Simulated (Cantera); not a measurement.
## N2O furnace oxynitridation

An isothermal, constant-pressure homogeneous reactor starts with 66.2 % N2O, 33.8 % O2, at 1250 K and 1.60 bar.

Cantera simulation using GRI-Mech 3.0 (53 species, 325 reactions); the numbers are that mechanism's predictions, not measurements. GRI-Mech 3.0 was tuned for natural gas; its chemistry of N2O as a main component is partial and can be far from experiment. The mechanism lacks the step 2 NO + O2 → 2 NO2, which can matter for NO2 below about 1400 K. The temperature is held fixed by assumption; the heat of reaction is taken as removed at once.

| t (s) | x N2O | x O2 | x NO | x N2 | x NO2 | x O |
|---|---|---|---|---|---|---|
| 0.000600 | 0.661 | 0.338 | 0.000111 | 0.000829 | 1.22e-7 | 3.52e-6 |
| 0.00134 | 0.660 | 0.338 | 0.000247 | 0.00185 | 5.74e-7 | 3.52e-6 |
| 0.00298 | 0.656 | 0.339 | 0.000549 | 0.00411 | 2.53e-6 | 3.51e-6 |
| 0.00664 | 0.649 | 0.340 | 0.00121 | 0.00908 | 9.78e-6 | 3.49e-6 |
| 0.0148 | 0.634 | 0.343 | 0.00263 | 0.0199 | 3.11e-5 | 3.44e-6 |
| 0.0329 | 0.602 | 0.350 | 0.00556 | 0.0426 | 7.96e-5 | 3.33e-6 |
| 0.0734 | 0.539 | 0.363 | 0.0112 | 0.0873 | 0.000173 | 3.10e-6 |
| 0.164 | 0.429 | 0.385 | 0.0203 | 0.165 | 0.000327 | 2.68e-6 |
| 0.364 | 0.277 | 0.417 | 0.0314 | 0.273 | 0.000515 | 2.00e-6 |
| 0.812 | 0.126 | 0.451 | 0.0395 | 0.383 | 0.000660 | 1.15e-6 |
| 1.81 | 0.0319 | 0.473 | 0.0417 | 0.453 | 0.000736 | 3.80e-7 |
| 4.03 | 0.00234 | 0.481 | 0.0413 | 0.475 | 0.000931 | 6.35e-8 |
| 8.98 | 9.10e-6 | 0.481 | 0.0411 | 0.477 | 0.00105 | 3.83e-8 |
| 20.0 | 4.80e-7 | 0.481 | 0.0411 | 0.477 | 0.00105 | 3.82e-8 |
x: mole fraction; the columns are a selection and need not sum to one.

Equilibrium at this temperature and pressure: N2O 2.38e-8, O2 0.502, NO 0.000349, N2 0.497, NO2 9.12e-6, O 3.90e-8 (gas phase only).
